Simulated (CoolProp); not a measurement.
A simple Rankine cycle with propyne: condensing at 302.15 K, boiler at 3.44 MPa, turbine inlet 376.8 K, turbine efficiency 0.65, pump efficiency 0.6, no recuperator. Each further row changes one setting.

Computed with CoolProp (reference Helmholtz-energy equation of state, Polt 1992). This equation is an older, rougher fit; its heat capacities, sound speeds and derivatives of the liquid may be far off and weren't checked against measurements.

```tsv
case	thermal efficiency (%)	net work (kJ/kg)	heat in (kJ/kg)	turbine exit temperature (K)	volume ratio over the turbine
as stated	9.5	47.3	496	302.2	5.78
turbine inlet 396.8 K	10.1	56.2	559	325.2	5.41
condensing temperature 294.15 K	10.6	54.6	514	294.1	7.23
boiler pressure 2.41 MPa	8.4	45.7	545	323.3	3.70
turbine efficiency 0.55	7.8	38.9	496	302.2	5.88
```

The expansion ends wet for: as stated; condensing temperature 294.15 K; turbine efficiency 0.55.
